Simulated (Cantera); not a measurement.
Input: 1 mol Al, 6.8 mol CO, 94 mol N2, equilibrated at 600 K and 2.40 mbar.

Cantera equilibrium calculation (NASA polynomials, part measured and part estimated; ideal gas, pure solids and liquids). Candidate condensed phases: Al, AlN, Al2O3, C; 32 gas species. The numbers say what is thermodynamically allowed, not how fast it happens.

Base state: N2 0.971, CO2 0.0252, CO 0.00427 (mole fractions); condensed: Al2O3(s) + C(graphite).

Q: What changes in the equilibrium state with this change: temperature from 600 K to 1750 K?

A: 
```json
[
 {"species": "N2", "before": "0.971", "after": "0.931"},
 {"species": "CO", "before": "0.00427", "after": "0.0677"},
 {"species": "Al", "before": "<1e-9", "after": "0.000790"},
 {"species": "CO2", "before": "0.0252", "after": "1.12e-9"},
 {"species": "Al2O3(s), mol", "before": "0.500", "after": "0"},
 {"species": "C(graphite), mol", "before": "3.94", "after": "0"},
 {"species": "AlN(s), mol", "before": "0", "after": "0.920"}
]
```

Q: What changes in the equilibrium state with this change: temperature from 600 K to 1398 K?

A: 
| species | before | after |
|---|---|---|
| N2 | 0.971 | 0.932 |
| CO | 0.00427 | 0.0678 |
| CO2 | 0.0252 | 1.93e-8 |
| Al2O3(s), mol | 0.500 | 0 |
| C(graphite), mol | 3.94 | 0 |
| AlN(s), mol | 0 | 1.000 |
